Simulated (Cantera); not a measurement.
Mixture: H2 : O2 : N2 : NO = 1 : 0.357 : 2.25 : 0.0048 (molar parts), at 10.0 bar, adiabatic and at constant volume. Ignition delay is the time to a rise of 400 K.

Computed with Cantera and GRI-Mech 3.0 (53 species, 325 reactions). The hydrogen kinetics of GRI-Mech 3.0 are dated; newer H2 mechanisms differ, most at raised pressure. The mechanism lacks 2 NO + O2 → 2 NO2 and HONO, so NO2 and the effect of NO are under-described below about 1400 K.

Problem. What does this change do: 0.066 parts CO2 added?

Solution. 
```csv
quantity,before,after
delay at 1100 K,79.3 µs,84.1 µs
delay at 1200 K,18.3 µs,19.3 µs
delay at 1300 K,5.97 µs,6.19 µs
delay at 1400 K,3.04 µs,3.13 µs
delay at 1500 K,1.94 µs,2.00 µs
delay at 1600 K,1.40 µs,1.43 µs
apparent activation energy between 1400 and 1600 K,73 kJ/mol,73 kJ/mol
```

Problem. What does this change do: constant pressure in place of constant volume?

Solution. 
| quantity | before | after |
|---|---|---|
| delay at 1100 K | 79.3 µs | 85.8 µs |
| delay at 1200 K | 18.3 µs | 19.0 µs |
| delay at 1300 K | 5.97 µs | 6.21 µs |
| delay at 1400 K | 3.04 µs | 3.19 µs |
| delay at 1500 K | 1.94 µs | 2.06 µs |
| delay at 1600 K | 1.40 µs | 1.50 µs |
| apparent activation energy between 1400 and 1600 K | 73 kJ/mol | 70 kJ/mol |
